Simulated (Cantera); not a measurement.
Standard-state values (1 bar) from the NASA 1993 polynomials, evaluated with Cantera. Values are per mole of reaction as written; species without (g) are pure solids or liquids, kept so even where they would boil at 1 bar. TaC: taken at fixed stoichiometry.

Ta2O5 + 5 H2(g) ⇌ 5 H2O(g) + 2 Ta

| T (K) | ΔH° (kJ) | ΔS° (J/K) | ΔG° (kJ) | log10 K |
|---|---|---|---|---|
| 748 | 804.1 | 164.5 | 681.1 | -47.56 |
| 798 | [?] | [?] | [?] | [?] |
| 848 | [?] | [?] | [?] | [?] |
| 898 | [?] | [?] | [?] | [?] |
| 948 | [?] | [?] | [?] | [?] |
| 998 | 785.7 | 143.2 | 642.8 | -33.64 |

Question: Some entries are withheld; supply them.

Answer: 
- 798, ΔH° (kJ): 800.4
- 798, ΔS° (J/K): 159.6
- 798, ΔG° (kJ): 673.0
- 798, log10 K: -44.05
- 848, ΔH° (kJ): 796.7
- 848, ΔS° (J/K): 155.1
- 848, ΔG° (kJ): 665.1
- 848, log10 K: -40.97
- 898, ΔH° (kJ): 793.0
- 898, ΔS° (J/K): 150.9
- 898, ΔG° (kJ): 657.5
- 898, log10 K: -38.24
- 948, ΔH° (kJ): 789.3
- 948, ΔS° (J/K): 146.9
- 948, ΔG° (kJ): 650.0
- 948, log10 K: -35.82
